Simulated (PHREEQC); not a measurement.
Consider water at 40 °C with 0.0017 mol NaHCO3, 0.24 mol NaOH and 0.18 mol KCl per kg of water. Closed to the air; pH follows from the charge balance.

All values are PHREEQC results (Pitzer model, pitzer.dat), not measurements.

| quantity | before | after |
|---|---|---|
| pH | 12.76 | 12.35 |
| HCO3- (mol/kgw) | 1.32e-6 | 2.82e-6 |
| SI of Sylvite (KCl) | -2.87 | -2.99 |
| SI of Halite (NaCl) | -3.31 | -3.33 |

Problem. Which change was made?
A. KCl from 0.18 to 0.27 mol/kgw
B. temperature from 40 to 55 °C
C. NaHCO3 from 0.0017 to 0.00255 mol/kgw
D. diluted 10-fold with water
E. KCl from 0.18 to 0.036 mol/kgw

Solution. B, temperature from 40 to 55 °C

No solid was allowed to form. At this temperature some constants are extrapolated from 25 °C, and those without enthalpy data are left unchanged.
